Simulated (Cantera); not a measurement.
A perfectly stirred reactor is fed with CH₄ : H₂O : H₂ = 1 : 0.97 : 0.1 (molar parts), at 1.70 bar; it is held at 1650 K, and followed from long to short residence time.

Model: GRI-Mech 3.0 (53 species, 325 reactions), integrated in Cantera.

**Question.** What does this change do: CH4 1 to 2.1 parts?

**Answer.** 
| quantity | before | after |
|---|---|---|
| x(CH₄) at τ = 1.60 s | 0.0564 | 0.0732 |
| x(H₂O) at τ = 1.60 s | 0.169 | 0.0836 |
| x(H₂) at τ = 1.60 s | 0.590 | 0.636 |
| x(C₂H) at τ = 1.60 s | 2.36e-8 | 3.89e-8 |
| x(C₂H₆) at τ = 1.60 s | 2.30e-5 | 3.80e-5 |
| x(CH₄) at τ = 0.120 s | 0.129 | 0.163 |
| x(H₂O) at τ = 0.120 s | 0.317 | 0.190 |
| x(H₂) at τ = 0.120 s | 0.424 | 0.488 |
| x(C₂H) at τ = 0.120 s | 3.87e-8 | 4.73e-8 |
| x(C₂H₆) at τ = 0.120 s | 0.000113 | 0.000148 |
GRI-Mech 3.0 stops at C3 and has no aromatics, soot or wall deposition, so with more carbon than oxygen in the feed, carbon stays in small species such as C2H2 where larger ones or solid carbon would form.

**Question.** What does this change do: temperature 1650 to 1925 K?

**Answer.** 
```tsv
quantity	before	after
x(CH₄) at τ = 1.60 s	0.0564	0.00696
x(H₂O) at τ = 1.60 s	0.169	0.0320
x(H₂) at τ = 1.60 s	0.590	0.727
x(C₂H) at τ = 1.60 s	2.36e-8	2.13e-7
x(C₂H₆) at τ = 1.60 s	2.30e-5	5.97e-7
x(CH₄) at τ = 0.120 s	0.129	0.0205
x(H₂O) at τ = 0.120 s	0.317	0.107
x(H₂) at τ = 0.120 s	0.424	0.662
x(C₂H) at τ = 0.120 s	3.87e-8	6.35e-7
x(C₂H₆) at τ = 0.120 s	0.000113	5.19e-6
```
